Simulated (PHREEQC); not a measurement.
Solution (42 °C): 0.029 mol NH4HF2, 0.00018 mol (NH4)2SiF6, 0.043 mol H3BO3 and 0.00019 mol HCl per kg of water. Closed to the air; pH follows from the charge balance.

Model: ion-association model, phreeqc.dat, run in PHREEQC.

Each row changes one thing in this solution. No solid was allowed to form.

| case | pH | ionic strength (mol/kgw) | H3BO3 (mol/kgw) | F- (mol/kgw) | BF2(OH)2- (mol/kgw) | BF4- (mol/kgw) | SI of Quartz (SiO2) |
|---|---|---|---|---|---|---|---|
| as made | 4.40 | 0.0295 | 0.0272 | 0.0131 | 0.00781 | 0.00497 | -0.61 |
| NH4HF2 from 0.029 to 0.0145 mol/kgw | 4.14 | 0.0150 | 0.0347 | 0.00635 | 0.00439 | 0.00232 | -0.16 |
| (NH4)2SiF6 from 0.00018 to 0.000198 mol/kgw | 4.40 | 0.0296 | 0.0272 | 0.0131 | 0.00781 | 0.00498 | -0.57 |
| HCl replaced by NH4Cl at the same molality | 4.41 | 0.0297 | 0.0272 | 0.0133 | 0.00786 | 0.00490 | -0.60 |
| diluted 5-fold with water | 3.75 | 0.00608 | 0.00647 | 0.00384 | 0.000764 | 0.000962 | -0.98 |
| diluted 100-fold with water | 3.81 | 0.000452 | 0.000429 | 0.000449 | 6.46e-7 | 9.68e-9 | -2.00 |
| 0.0097 mol/kgw Na2SiO3 added | 5.53 | 0.0490 | 0.0352 | 0.0393 | 0.00646 | 0.000188 | +1.72 |
| HCl replaced by KCl at the same molality | 4.41 | 0.0297 | 0.0272 | 0.0133 | 0.00786 | 0.00490 | -0.60 |

Species that the database lacks are ignored. Some of these states are supersaturated (in SiO2(a), Quartz (slow to form), for instance). Constants without temperature data keep their 25 °C values here. SiF6-2 is the database's only silicon fluoride. Real BF4- forms and hydrolyses slowly; the run takes it at equilibrium.
